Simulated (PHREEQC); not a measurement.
A solution holds 0.028 mol/kgw K2CO3 and 0.075 mol/kgw Fe(NO3)3, at 25 °C. Closed to the air; pH follows from the charge balance.

The numbers come from PHREEQC with the ion-association model, phreeqc.dat.

```
quantity                     before     after
--------------------------  -------  --------
pH                             2.25      1.69
ionic strength (mol/kgw)      0.438     0.438
Fe+3 (mol/kgw)               0.0179    0.0492
Fe2(OH)2+4 (mol/kgw)         0.0151   0.00858
FeOH+2 (mol/kgw)            0.00857   0.00645
Fe3(OH)4+5 (mol/kgw)        0.00603  0.000708
SI of Fe(OH)3(a) (Fe(OH)3)    -0.91     -2.16
SI of Goethite (FeOOH)        +4.98     +3.73
```

Task: What was changed between the two runs?
(A) K2CO3 left out
(B) Fe(NO3)3 from 0.075 to 0.0825 mol/kgw
(C) K2CO3 replaced by KOH at the same molality

Result: A, K2CO3 left out

Precipitation was switched off in this run. Some of these states are supersaturated (in Hematite (slow to form), Goethite (slow to form), for instance).
